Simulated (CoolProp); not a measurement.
Isobutane along the isotherm 413.5 K: fugacity coefficient from the reference equation and from simpler models built on Tc = 407.8 K, pc = 36.29 bar, ω = 0.184; each cubic takes its own stable root.

Values from CoolProp's reference Helmholtz-energy equation of state, Bücker 2006.

| p (bar) | phase | reference |
|---|---|---|
| 0.574 | gas | 0.9949 |
| 1.09 | gas | 0.9903 |
| 2.06 | gas | 0.9817 |
| 3.91 | gas | 0.9653 |
| 7.41 | gas | 0.9346 |
| 14 | gas | 0.8773 |
| 26.6 | gas | 0.7687 |
| 50.5 | supercritical | 0.5401 |
| 95.7 | supercritical | 0.3472 |
| 181 | supercritical | 0.2550 |

Problem. How far does each simpler model (van der Waals, Redlich-Kwong) lie from the reference over these 10 states: mean and median of the absolute difference, and the worst?

Solution. 
- van der Waals: mean 5.4 %, median 1.1 %, worst +28.0 % at 413.5 K and 181 bar
- Redlich-Kwong: mean 1.2 %, median 0.1 %, worst +6.6 % at 413.5 K and 181 bar
